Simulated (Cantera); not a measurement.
Mixture: C2H4 : O2 : N2 : CO2 = 1 : 5.56 : 25 : 0.64 (molar parts), at 46000 Pa, adiabatic and at constant volume. Ignition delay is the time to a rise of 400 K.

Cantera simulation using GRI-Mech 3.0 (53 species, 325 reactions); the numbers are that mechanism's predictions, not measurements. GRI-Mech 3.0 was tuned for natural gas; its chemistry of ethylene as a main component is partial and can be far from experiment.

### Question
Predict: delay at 1098 K; delay at 1298 K; delay at 1498 K; delay at 1698 K; delay at 1898 K; apparent activation energy between 1798 and 1998 K.

### Answer
```json
{
  "delay at 1098 K": "3.41 ms",
  "delay at 1298 K": "0.240 ms",
  "delay at 1498 K": "91.2 µs",
  "delay at 1698 K": "46.6 µs",
  "delay at 1898 K": "27.4 µs",
  "apparent activation energy between 1798 and 1998 K": "73 kJ/mol"
}
```
